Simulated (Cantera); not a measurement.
Charge: 1 mol Fe₃O₄, 4.1 mol H₂, held at 1925 °C and 21.0 Pa.

These are equilibrium values from Cantera (NASA tables, ideal gas, pure condensed phases), not measurements of a reactor. Candidate condensed phases: Fe, FeO, Fe(OH)₂, Fe(OH)₃, Fe₂O₃, Fe₃O₄, H₂O; 12 gas species. Equilibrium is a limit: real reactors are often held back by kinetics, nucleation or transport.

Base state: Fe 0.328, H₂O 0.285, H 0.128, H₂ 0.112, OH 0.0456, O₂ 0.0394, O 0.0366, FeO 0.0257 (mole fractions); condensed: gas only.

### Question
What changes in the equilibrium state with this change: pressure from 21.0 Pa to 100000 Pa?

### Answer
| species | before | after |
|---|---|---|
| H₂ | 0.112 | 0.670 |
| H₂O | 0.285 | 0.322 |
| H | 0.128 | 0.00456 |
| Fe | 0.328 | 0.00272 |
| O₂ | 0.0394 | 2.93e-7 |
| O | 0.0366 | 1.45e-6 |
| FeO | 0.0257 | 4.02e-5 |
| OH | 0.0456 | 0.000305 |
| Fe(OH)₂ | 3.37e-5 | 0.000283 |
| Fe(l), mol | 0 | 0.318 |
| FeO(l), mol | 0 | 2.67 |
Each liquid is taken as pure. Mutual solubility and eutectic melting of coexisting phases are not modelled. The tables' stoichiometric FeO is somewhat more stable than real wüstite, so its field is too wide. FeO: taken at fixed stoichiometry.

### Question
What changes in the equilibrium state with this change: pressure from 21.0 Pa to 101000 Pa?

### Answer
```json
[
 {"species": "H₂", "before": "0.112", "after": "0.670"},
 {"species": "H₂O", "before": "0.285", "after": "0.322"},
 {"species": "H", "before": "0.128", "after": "0.00453"},
 {"species": "Fe", "before": "0.328", "after": "0.00269"},
 {"species": "O₂", "before": "0.0394", "after": "2.89e-7"},
 {"species": "O", "before": "0.0366", "after": "1.43e-6"},
 {"species": "FeO", "before": "0.0257", "after": "3.97e-5"},
 {"species": "OH", "before": "0.0456", "after": "0.000303"},
 {"species": "Fe(OH)₂", "before": "3.37e-5", "after": "0.000283"},
 {"species": "Fe(l), mol", "before": "0", "after": "0.318"},
 {"species": "FeO(l), mol", "before": "0", "after": "2.67"}
]
```
Each liquid is taken as pure. Mutual solubility and eutectic melting of coexisting phases are not modelled. The tables' stoichiometric FeO is somewhat more stable than real wüstite, so its field is too wide. FeO: taken at fixed stoichiometry.
